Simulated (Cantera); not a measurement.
A Cantera script and what it prints.

```python
import numpy as np
import cantera as ct

gas_names = [...]  # 123 gases of nasa_gas.yaml made of C, H, O, Si
cond_names = """
    C(gr) C6H6(L) C7H8(L) C8H18(L),n-octa H2O(s) H2O(L) Si(cr) Si(L) SiC(b) SiO2(Lqz) SiO2(hqz) SiO2(L)
""".split()


# ... load() reads the species with a 1 bar reference pressure and builds the phases ...
atoms = {
    'Si': {'Si': 1},
    'CO': {'C': 1, 'O': 1},
    'H2': {'H': 2},
}
top_T = {'C(gr)': 4500, 'SiC(b)': 3050}  # K; cautious upper limits of use, not melting points


# ... equilibrate(T, P, feed) seeds the gas with the atoms and calls Mixture.equilibrate('TP', solver="vcs", rtol=1e-11, max_steps=5000) ...
results = []
feed = {'Si': 1, 'CO': 0.12, 'H2': 190}  # mol
T = 1323.15  # K
P = 3600  # Pa
mix = equilibrate(T, P, feed)
results.append((T, P, feed, dict(zip(mix.species_names, mix.species_moles))))
x = sorted(zip(gas.X, gas.species_names), reverse=True)
print(f"T = {T:g} K  P = {P:g} Pa  gas = {mix.phase_moles(0):.4g} mol")
print("   x: " + "  ".join(f"{s} {v:.3e}" for v, s in x if v > 1e-05))
print("   condensed (mol): " + ("  ".join(f"{mix.phase(i).name} {mix.phase_moles(i):.4g}"
      for i in range(1, mix.n_phases) if mix.phase_moles(i) > 1e-12) or "none"))
```

Output:

```
T = 1323.15 K  P = 3600 Pa  gas = 190.1 mol
   x: H2 9.996e-01  SiO 3.686e-04
   condensed (mol): Si(cr) 0.7865  SiC(b) 0.1189  SiO2(hqz) 0.02447
```

These are equilibrium values from Cantera (NASA tables, ideal gas, pure condensed phases), not measurements of a reactor. Mutual solubility and eutectic melting of coexisting phases are not modelled. The tables hold silica as quartz up to 1696 K and as liquid above; real silica turns to tridymite and cristobalite and melts near 1996 K.
